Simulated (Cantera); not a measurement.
C₂H₄ + O₂ + H₂ (carbon deposition, reforming and gasification)

A closed system holds: 1 mol C₂H₄, 0.011 mol O₂, 77 mol H₂, at 51000 Pa.

These are equilibrium values from Cantera (NASA tables, ideal gas, pure condensed phases), not measurements of a reactor. Candidate condensed phases: C, C₆H₆, C₇H₈, C₈H₁₈, H₂O; 110 gas species. Kinetics and transport are ignored.

From 1777 °C to 2227 °C the condensed part is C(graphite). The main C-bearing gas is C₂H₂ (acetylene) throughout. The share of C in condensed phases is highest at 1777 °C (89.7 %) and lowest at 2227 °C (14.3 %).

| T (°C) | x H₂ | x H | x C₂H₂ (acetylene) | x CO | x CH₄ | x C₄H₂ | x CH₃ | x C₂H | n C(graphite) |
|---|---|---|---|---|---|---|---|---|---|
| 1777 | 0.995 | 0.00317 | 0.00106 | 0.000278 | 0.000188 | 4.52e-7 | 1.18e-5 | 7.43e-8 | 1.79 |
| 1827 | 0.994 | 0.00435 | 0.00144 | 0.000278 | 0.000166 | 8.39e-7 | 1.42e-5 | 1.62e-7 | 1.74 |
| 1877 | 0.992 | 0.00588 | 0.00192 | 0.000278 | 0.000147 | 1.51e-6 | 1.69e-5 | 3.42e-7 | 1.66 |
| 1927 | 0.989 | 0.00784 | 0.00253 | 0.000277 | 0.000131 | 2.65e-6 | 1.99e-5 | 6.96e-7 | 1.56 |
| 1977 | 0.986 | 0.0103 | 0.00330 | 0.000277 | 0.000117 | 4.51e-6 | 2.33e-5 | 1.37e-6 | 1.44 |
| 2027 | 0.982 | 0.0134 | 0.00424 | 0.000277 | 0.000105 | 7.51e-6 | 2.70e-5 | 2.62e-6 | 1.29 |
| 2077 | 0.977 | 0.0173 | 0.00539 | 0.000276 | 9.47e-5 | 1.22e-5 | 3.11e-5 | 4.87e-6 | 1.10 |
| 2127 | 0.971 | 0.0219 | 0.00677 | 0.000275 | 8.54e-5 | 1.94e-5 | 3.55e-5 | 8.80e-6 | 0.878 |
| 2177 | 0.964 | 0.0276 | 0.00841 | 0.000275 | 7.72e-5 | 3.02e-5 | 4.02e-5 | 1.55e-5 | 0.607 |
| 2227 | 0.955 | 0.0344 | 0.0103 | 0.000274 | 6.97e-5 | 4.61e-5 | 4.52e-5 | 2.67e-5 | 0.286 |
x: gas mole fraction; n: condensed amount in mol.
